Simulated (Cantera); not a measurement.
Input (Python, Cantera) and output of one run.

```python
import numpy as np
import cantera as ct

gas_names = [...]  # 113 gases of nasa_gas.yaml made of C, H, O, Ta
cond_names = """
    C(gr) C6H6(L) C7H8(L) C8H18(L),n-octa H2O(s) H2O(L) Ta(cr) Ta(L) TaC(s) TaC(L) Ta2O5(s) Ta2O5(L)
""".split()


# ... load() reads the species with a 1 bar reference pressure and builds the phases ...
atoms = {
    'Ta2O5': {'Ta': 2, 'O': 5},
    'CH4': {'C': 1, 'H': 4},
    'CO': {'C': 1, 'O': 1},
}
top_T = {'C(gr)': 4500}  # K; cautious upper limits of use, not melting points


# ... equilibrate(T, P, feed) seeds the gas with the atoms and calls Mixture.equilibrate('TP', solver="vcs", rtol=1e-11, max_steps=5000) ...
results = []
feed = {'Ta2O5': 1, 'CH4': 0.82, 'CO': 0.14}  # mol
P = 62000  # Pa
for T in [1098, 1198, 1298, 1398, 1498, 1598, 1698, 1798, 1898, 1998, 2098, 2198, 2298]:
    mix = equilibrate(T, P, feed)
    results.append((T, P, feed, dict(zip(mix.species_names, mix.species_moles))))
    x = sorted(zip(gas.X, gas.species_names), reverse=True)
    print(f"T = {T:g} K  P = {P:g} Pa  gas = {mix.phase_moles(0):.4g} mol")
    print("   x: " + "  ".join(f"{s} {v:.3e}" for v, s in x if v > 1e-05))
    print("   condensed (mol): " + ("  ".join(f"{mix.phase(i).name} {mix.phase_moles(i):.4g}"
          for i in range(1, mix.n_phases) if mix.phase_moles(i) > 1e-12) or "none"))
```

It prints:

```
T = 1098 K  P = 62000 Pa  gas = 1.741 mol
   x: H2 9.015e-01  CO 7.588e-02  CH4 1.841e-02  H2O 3.898e-03  CO2 3.259e-04
   condensed (mol): C(gr) 0.7953  Ta2O5(s) 1
T = 1198 K  P = 62000 Pa  gas = 1.763 mol
   x: H2 9.124e-01  CO 7.808e-02  CH4 8.277e-03  H2O 1.173e-03  CO2 7.348e-05
   condensed (mol): C(gr) 0.8076  Ta2O5(s) 1
T = 1298 K  P = 62000 Pa  gas = 2.357 mol
   x: H2 6.906e-01  CO 3.056e-01  CH4 1.791e-03  H2O 1.599e-03  CO2 4.034e-04
   condensed (mol): TaC(s) 0.2344  Ta2O5(s) 0.8828
T = 1398 K  P = 62000 Pa  gas = 2.363 mol
   x: H2 6.915e-01  CO 3.058e-01  H2O 1.951e-03  CO2 3.990e-04  CH4 3.296e-04
   condensed (mol): TaC(s) 0.2356  Ta2O5(s) 0.8822
T = 1498 K  P = 62000 Pa  gas = 2.364 mol
   x: H2 6.914e-01  CO 3.058e-01  H2O 2.304e-03  CO2 3.951e-04  CH4 7.625e-05  H 1.815e-05
   condensed (mol): TaC(s) 0.2361  Ta2O5(s) 0.882
T = 1598 K  P = 62000 Pa  gas = 2.364 mol
   x: H2 6.911e-01  CO 3.058e-01  H2O 2.655e-03  CO2 3.919e-04  H 5.620e-05  CH4 2.130e-05
   condensed (mol): TaC(s) 0.2363  Ta2O5(s) 0.8818
T = 1698 K  P = 62000 Pa  gas = 2.364 mol
   x: H2 6.908e-01  CO 3.057e-01  H2O 3.000e-03  CO2 3.894e-04  H 1.526e-04
   condensed (mol): TaC(s) 0.2366  Ta2O5(s) 0.8817
T = 1798 K  P = 62000 Pa  gas = 2.364 mol
   x: H2 6.903e-01  CO 3.056e-01  H2O 3.336e-03  CO2 3.874e-04  H 3.715e-04
   condensed (mol): TaC(s) 0.2368  Ta2O5(s) 0.8816
T = 1898 K  P = 62000 Pa  gas = 2.364 mol
   x: H2 6.897e-01  CO 3.054e-01  H2O 3.660e-03  H 8.244e-04  CO2 3.858e-04
   condensed (mol): TaC(s) 0.237  Ta2O5(s) 0.8815
T = 1998 K  P = 62000 Pa  gas = 2.365 mol
   x: H2 6.887e-01  CO 3.053e-01  H2O 3.970e-03  H 1.691e-03  CO2 3.845e-04
   condensed (mol): TaC(s) 0.2372  Ta2O5(s) 0.8814
T = 2098 K  P = 62000 Pa  gas = 2.366 mol
   x: H2 6.872e-01  CO 3.050e-01  H2O 4.182e-03  H 3.240e-03  CO2 3.761e-04
   condensed (mol): TaC(s) 0.2374  Ta2O5(L) 0.8813
T = 2198 K  P = 62000 Pa  gas = 2.37 mol
   x: H2 6.849e-01  CO 3.046e-01  H 5.853e-03  H2O 4.250e-03  CO2 3.583e-04  TaO2 2.451e-05
   condensed (mol): TaC(s) 0.2374  Ta2O5(L) 0.8813
T = 2298 K  P = 62000 Pa  gas = 2.375 mol
   x: H2 6.813e-01  CO 3.039e-01  H 1.004e-02  H2O 4.292e-03  CO2 3.420e-04  TaO2 9.651e-05  TaO 1.633e-05  OH 1.017e-05
   condensed (mol): TaC(s) 0.2374  Ta2O5(L) 0.8812
```

Equilibrium computed with Cantera from the NASA thermochemical tables; the gas is ideal and each condensed phase is pure. Mutual solubility and eutectic melting of coexisting phases are not modelled. TaC: taken at fixed stoichiometry. Condensed phases not in the tables: Ta2C.
